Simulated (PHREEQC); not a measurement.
Make-up at 25 °C: 0.019 mol/kgw HF, 0.0001 mol/kgw (CH3)4NF and 0.0096 mol/kgw H2SiF6. Closed to the air; pH follows from the charge balance.

Computed with PHREEQC (ion-association model, phreeqc.dat).

```json
{
  "pH": "1.76",
  "ionic_strength": "0.0297 mol/kgw",
  "total_alkalinity": "-76.6 meq/kg"
}
```

```
species   molality  activity   log γ
--------  --------  --------  ------
H+          0.0200    0.0175  -0.058
HF          0.0182    0.0183   0.003
SiF6-2     0.00960   0.00511  -0.274
F-        0.000826  0.000698  -0.073
(CH3)4N+  0.000100   8.48e-5  -0.072
HF2-       5.76e-5   4.89e-5  -0.070
```

Precipitation was switched off in this run. Species that the database lacks are ignored. (CH3)4N+ isn't in the database: it is added as a free cation with an ion size of 4 Å. SiF6-2 is the database's only silicon fluoride.
